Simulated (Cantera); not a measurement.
Charge: 1 mol PbO, 1 mol C, 1.9 mol H₂, 0.62 mol CH₄, at 2575 K and 0.000280 bar.

Cantera equilibrium calculation (NASA polynomials, part measured and part estimated; ideal gas, pure solids and liquids). Candidate condensed phases: C, C₆H₆, C₇H₈, C₈H₁₈, H₂O, Pb, PbO, PbO₂, Pb₃O₄; 113 gas species. Equilibrium is a limit: real reactors are often held back by kinetics, nucleation or transport.

Base state: H 0.634, CO 0.131, Pb 0.131, H₂ 0.0937, C₃ 0.00551, C 0.00162, C₂H₂ (acetylene) 0.00138, C₂H 0.000781 (mole fractions); condensed: C(graphite).

**Question.** What changes in the equilibrium state with this change: pressure from 0.000280 bar to 0.100 bar?

**Answer.** 
```
species             before    after
----------------  --------  -------
H₂                  0.0937    0.538
CO                   0.131    0.187
Pb                   0.131    0.187
H                    0.634   0.0803
C                  0.00162  4.53e-6
C₂                0.000515  1.44e-6
C₃                 0.00551  1.54e-5
C₅                 2.25e-5  6.30e-8
C(graphite), mol     0.440    0.533
```

**Question.** What changes in the equilibrium state with this change: pressure from 0.000280 bar to 0.0133 bar?

**Answer.** 
| species | before | after |
|---|---|---|
| H₂ | 0.0937 | 0.443 |
| H | 0.634 | 0.200 |
| CO | 0.131 | 0.175 |
| Pb | 0.131 | 0.175 |
| C | 0.00162 | 3.40e-5 |
| C₃ | 0.00551 | 0.000116 |
| C(graphite), mol | 0.440 | 0.539 |
